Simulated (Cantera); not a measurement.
An isothermal, constant-pressure homogeneous reactor starts with CH₄ : H₂ : CO₂ = 0.011 : 1 : 0.013 (molar parts), at 1725 K and 0.188 atm. Integrator tolerance rtol = 1e-08.

Cantera simulation using GRI-Mech 3.0 (53 species, 325 reactions); the numbers are that mechanism's predictions, not measurements.

What does this change do: temperature 1725 to 1475 K?


```json
[
 {"quantity": "x(CH₄) at 200 s", "before": "0.000399 (gas-phase equilibrium 1.66e-7)", "after": "0.00748 (gas-phase equilibrium 2.37e-6)"},
 {"quantity": "x(H₂) at 200 s", "before": "0.974 (gas-phase equilibrium 0.975)", "after": "0.966 (gas-phase equilibrium 0.975)"},
 {"quantity": "x(CO₂) at 200 s", "before": "1.91e-5 (gas-phase equilibrium 1.27e-5)", "after": "6.60e-5 (gas-phase equilibrium 1.80e-5)"},
 {"quantity": "x(CH₂CO) at 200 s", "before": "2.37e-9 (gas-phase equilibrium <1e-12)", "after": "9.84e-9 (gas-phase equilibrium <1e-12)"},
 {"quantity": "x(CO) at 200 s", "before": "0.0219 (gas-phase equilibrium 0.0229)", "after": "0.0130 (gas-phase equilibrium 0.0229)"}
]
```
